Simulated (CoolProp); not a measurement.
Nitrous oxide at several states: fugacity coefficient from the reference equation and from simpler models built on Tc = 309.5 K, pc = 72.45 bar, ω = 0.161; each cubic takes its own stable root.

Computed with CoolProp (reference Helmholtz-energy equation of state, Lemmon 2006). It is a short technical equation, of lower accuracy than the large ones.

```json
[
 {"T (K)": "371.5", "p (bar)": "0.194", "phase": "gas", "reference": "0.9995"},
 {"T (K)": "222.6", "p (bar)": "70.1", "phase": "liquid", "reference": "0.09466"},
 {"T (K)": "319.2", "p (bar)": "0.33", "phase": "gas", "reference": "0.9986"},
 {"T (K)": "225.1", "p (bar)": "43.5", "phase": "liquid", "reference": "0.1576"}
]
```

### Question
How far does each simpler model (van der Waals, Redlich-Kwong, Peng-Robinson) lie from the reference over these 4 states: mean and median of the absolute difference, and the worst?

### Answer
- van der Waals: mean 73.3 %, median 68.7 %, worst +155.8 % at 222.6 K and 70.1 bar
- Redlich-Kwong: mean 12.3 %, median 11.9 %, worst +25.3 % at 222.6 K and 70.1 bar
- Peng-Robinson: mean 0.2 %, median 0.1 %, worst -0.5 % at 222.6 K and 70.1 bar
